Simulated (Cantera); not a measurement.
Input: 1 mol MgO, 0.019 mol C, 0.23 mol H2, held at 2598.15 K and 7.00 bar.

Cantera equilibrium calculation (NASA polynomials, part measured and part estimated; ideal gas, pure solids and liquids). Candidate condensed phases: C, C6H6, C7H8, C8H18, H2O, Mg, MgCO3, MgO, Mg(OH)2; 116 gas species. The tables' values for MgH are old estimates; treat these amounts as uncertain. Rates play no part.

Base state: H2 0.817, Mg 0.0806, CO 0.0693, H2O 0.0149, H 0.0130, MgH 0.00398, MgOH 0.000991, CO2 0.000195 (mole fractions); condensed: MgO(s).

### Question
What changes in the equilibrium state with this change: MgO replaced by SiC?

### Answer
```csv
species,before,after
H2,0.817,0.968
C2H2 (acetylene),3.46e-9,0.0156
H,0.0130,0.0142
Mg,0.0806,0
CO,0.0693,0
H2O,0.0149,0
SiH2,0,0.000416
MgH,0.00398,0
MgOH,0.000991,0
"MgO(s), mol",0.977,0
"C(graphite), mol",0,0.0116
"SiC(s), mol",0,1.000
```
Gases not in the tables: Si2H6 and higher silanes. Further candidate phases: Si, SiC.

### Question
What changes in the equilibrium state with this change: temperature from 2598.15 K to 1750 K?

### Answer
```json
[
 {"species": "H2", "before": "0.817", "after": "0.986"},
 {"species": "CH4", "before": "3.09e-7", "after": "0.00621"},
 {"species": "CO", "before": "0.0693", "after": "0.00379"},
 {"species": "Mg", "before": "0.0806", "after": "0.00367"},
 {"species": "H2O", "before": "0.0149", "after": "9.63e-6"},
 {"species": "H", "before": "0.0130", "after": "8.73e-5"},
 {"species": "OH", "before": "5.47e-5", "after": "<1e-9"},
 {"species": "C2H2 (acetylene)", "before": "3.46e-9", "after": "0.000113"},
 {"species": "C2H4", "before": "<1e-9", "after": "2.61e-5"},
 {"species": "MgO", "before": "2.41e-5", "after": "<1e-9"},
 {"species": "Mg(OH)2", "before": "2.27e-5", "after": "<1e-9"},
 {"species": "MgO(s), mol", "before": "0.977", "after": "0.999"},
 {"species": "C(graphite), mol", "before": "0", "after": "0.0166"}
]
```
